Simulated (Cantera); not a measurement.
Mixture: CH₄ : CO : O₂ : N₂ = 1 : 0.47 : 2.38 : 8.94 (molar parts), equivalence ratio 0.94, at 100000 Pa, adiabatic and at constant volume. Ignition delay is the time to a rise of 400 K.

Model: GRI-Mech 3.0 (53 species, 325 reactions), integrated in Cantera.

Task: What does this change do: pressure from 100000 Pa to 380000 Pa?

Result: 
| quantity | before | after |
|---|---|---|
| delay at 1100 K | 0.263 s | 77.0 ms |
| delay at 1200 K | 51.3 ms | 16.4 ms |
| delay at 1300 K | 12.0 ms | 4.16 ms |
| delay at 1400 K | 3.32 ms | 1.22 ms |
| delay at 1500 K | 1.10 ms | 0.405 ms |
| delay at 1600 K | 0.438 ms | 0.154 ms |
| delay at 1700 K | 0.203 ms | 67.1 µs |
| apparent activation energy between 1500 and 1700 K | 180 kJ/mol | 190 kJ/mol |
